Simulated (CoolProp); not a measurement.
Vapour-liquid equilibrium of carbon dioxide (1) + carbonyl sulfide (2) at 1.09 MPa; x and y are mole fractions of (1).

Model: multi-fluid Helmholtz-energy mixture model, Span 1996 and Lemmon 2006; pair parameters Bell 2016, in CoolProp.

```json
[
 {"x": "0.05", "bubble temperature, mixture model (K)": "281.4", "bubble temperature, Raoult's law (K)": "284.6", "y, mixture model": "0.248", "y, Raoult's law": "0.214"},
 {"x": "0.15", "bubble temperature, mixture model (K)": "267.1", "bubble temperature, Raoult's law (K)": "273.6", "y, mixture model": "0.531", "y, Raoult's law": "0.486"},
 {"x": "0.25", "bubble temperature, mixture model (K)": "258.3", "bubble temperature, Raoult's law (K)": "265.4", "y, mixture model": "0.671", "y, Raoult's law": "0.647"},
 {"x": "0.35", "bubble temperature, mixture model (K)": "252.5", "bubble temperature, Raoult's law (K)": "258.9", "y, mixture model": "0.752", "y, Raoult's law": "0.752"},
 {"x": "0.45", "bubble temperature, mixture model (K)": "248.4", "bubble temperature, Raoult's law (K)": "253.6", "y, mixture model": "0.806", "y, Raoult's law": "0.825"},
 {"x": "0.55", "bubble temperature, mixture model (K)": "245.2", "bubble temperature, Raoult's law (K)": "249.2", "y, mixture model": "0.846", "y, Raoult's law": "0.878"},
 {"x": "0.65", "bubble temperature, mixture model (K)": "242.6", "bubble temperature, Raoult's law (K)": "245.4", "y, mixture model": "0.880", "y, Raoult's law": "0.917"},
 {"x": "0.75", "bubble temperature, mixture model (K)": "240.4", "bubble temperature, Raoult's law (K)": "242.1", "y, mixture model": "0.912", "y, Raoult's law": "0.948"},
 {"x": "0.85", "bubble temperature, mixture model (K)": "238.3", "bubble temperature, Raoult's law (K)": "239.2", "y, mixture model": "0.944", "y, Raoult's law": "0.972"},
 {"x": "0.95", "bubble temperature, mixture model (K)": "236.4", "bubble temperature, Raoult's law (K)": "236.6", "y, mixture model": "0.980", "y, Raoult's law": "0.992"}
]
```

The largest gap from Raoult's law is -7.1 K in bubble temperature, at x = 0.25. No azeotrope shows between x = 0.05 and 0.95.

Pair parameters are fitted to limited data, so mixtures are less certain than the pure fluids.
